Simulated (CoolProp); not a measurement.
Values from CoolProp's reference Helmholtz-energy equation of state, Akasaka 2023.

For R1336mzz(E), give the phase and the cp (kJ/(kg K)), cv (kJ/(kg K)), speed of sound (m/s), Joule-Thomson coefficient (K/MPa) at 350.6 K and 5700 kPa; 398.1 K and 5700 kPa; 410 K and 5700 kPa.


- 350.6 K and 5700 kPa: liquid; cp 1.28, cv 0.909, speed of sound 403, Joule-Thomson coefficient 0.0435
- 398.1 K and 5700 kPa: liquid; cp 1.41, cv 0.943, speed of sound 236, Joule-Thomson coefficient 0.897
- 410 K and 5700 kPa: supercritical; cp 1.48, cv 0.954, speed of sound 199, Joule-Thomson coefficient 1.42
